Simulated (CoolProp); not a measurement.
Vapour-liquid equilibrium of trans-2-butene (1) + methanol (2) at 394.4 K; x and y are mole fractions of (1).

The numbers come from the multi-fluid Helmholtz-energy mixture model, Lemmon 2005 and de Reuck 1993; pair parameters Bell 2016 in CoolProp.

| x | bubble pressure, mixture model (bar) | bubble pressure, Raoult's law (bar) | y, mixture model | y, Raoult's law |
|---|---|---|---|---|
| 0.05 | 10.57 | 7.428 | 0.365 | 0.151 |
| 0.125 | 15.14 | 8.616 | 0.558 | 0.326 |
| 0.2 | 18.20 | 9.804 | 0.635 | 0.458 |
| 0.275 | 20.04 | 10.99 | 0.673 | 0.562 |
| 0.35 | 21.08 | 12.18 | 0.693 | 0.646 |
| 0.425 | 21.69 | 13.37 | 0.707 | 0.715 |
| 0.5 | 22.12 | 14.56 | 0.718 | 0.772 |
| 0.575 | 22.52 | 15.74 | 0.731 | 0.821 |
| 0.65 | 22.93 | 16.93 | 0.749 | 0.863 |
| 0.725 | 23.31 | 18.12 | 0.776 | 0.899 |
| 0.8 | 23.57 | 19.31 | 0.813 | 0.931 |
| 0.875 | 23.56 | 20.50 | 0.866 | 0.960 |
| 0.95 | 23.12 | 21.68 | 0.938 | 0.985 |

The largest gap from Raoult's law is +85.6 % in bubble pressure, at x = 0.2. y crosses x between x = 0.8 and 0.875: the model has an azeotrope there.

Pair parameters are fitted to limited data, so mixtures are less certain than the pure fluids. With so large a gap from Raoult's law the liquid may split in two, which this calculation doesn't test in full.
